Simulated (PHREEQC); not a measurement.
1 kg of water holding 0.062 mol KCl and 0.02 mol MgBr2 is evaporated at 15 °C; the solids stay in contact with the brine. No CO2 enters from the air. The run lets Bischofite, Brucite, Carnallite, Sylvite, MgCl2_4H2O precipitate or redissolve, and no other solid.

Computed with PHREEQC (Pitzer model, pitzer.dat).

```json
[
 {"water left (kg)": "1", "ionic strength": "0.122", "water activity": "0.997", "Sylvite (mol)": "0"},
 {"water left (kg)": "0.8219", "ionic strength": "0.148", "water activity": "0.996", "Sylvite (mol)": "0"},
 {"water left (kg)": "0.6755", "ionic strength": "0.181", "water activity": "0.996", "Sylvite (mol)": "0"},
 {"water left (kg)": "0.5552", "ionic strength": "0.220", "water activity": "0.995", "Sylvite (mol)": "0"},
 {"water left (kg)": "0.4563", "ionic strength": "0.267", "water activity": "0.994", "Sylvite (mol)": "0"},
 {"water left (kg)": "0.375", "ionic strength": "0.325", "water activity": "0.992", "Sylvite (mol)": "0"},
 {"water left (kg)": "0.2533", "ionic strength": "0.482", "water activity": "?", "Sylvite (mol)": "0"},
 {"water left (kg)": "0.2082", "ionic strength": "0.586", "water activity": "0.986", "Sylvite (mol)": "0"},
 {"water left (kg)": "0.1711", "ionic strength": "0.713", "water activity": "0.983", "Sylvite (mol)": "0"},
 {"water left (kg)": "0.1407", "ionic strength": "0.867", "water activity": "0.979", "Sylvite (mol)": "0"},
 {"water left (kg)": "0.1156", "ionic strength": "1.06", "water activity": "0.974", "Sylvite (mol)": "0"},
 {"water left (kg)": "0.09502", "ionic strength": "1.28", "water activity": "0.968", "Sylvite (mol)": "0"},
 {"water left (kg)": "0.07809", "ionic strength": "1.56", "water activity": "0.961", "Sylvite (mol)": "0"},
 {"water left (kg)": "0.06418", "ionic strength": "1.90", "water activity": "0.952", "Sylvite (mol)": "0"},
 {"water left (kg)": "0.05275", "ionic strength": "2.31", "water activity": "?", "Sylvite (mol)": "0"},
 {"water left (kg)": "0.04335", "ionic strength": "?", "water activity": "0.926", "Sylvite (mol)": "0"},
 {"water left (kg)": "0.0293", "ionic strength": "4.16", "water activity": "0.884", "Sylvite (mol)": "0"},
 {"water left (kg)": "0.02407", "ionic strength": "5.07", "water activity": "0.853", "Sylvite (mol)": "0"},
 {"water left (kg)": "0.01979", "ionic strength": "6.17", "water activity": "?", "Sylvite (mol)": "0"},
 {"water left (kg)": "0.01627", "ionic strength": "7.12", "water activity": "0.777", "Sylvite (mol)": "?"},
 {"water left (kg)": "0.01337", "ionic strength": "?", "water activity": "0.754", "Sylvite (mol)": "?"},
 {"water left (kg)": "0.01099", "ionic strength": "8.41", "water activity": "0.722", "Sylvite (mol)": "0.0296"}
]
```

Complete the blanks.


- 0.2533, water activity: 0.988
- 0.05275, water activity: 0.941
- 0.04335, ionic strength: 2.81
- 0.01979, water activity: 0.813
- 0.01627, Sylvite (mol): 0.00618
- 0.01337, ionic strength: 7.70
- 0.01337, Sylvite (mol): 0.0190

Species that the database lacks are ignored.
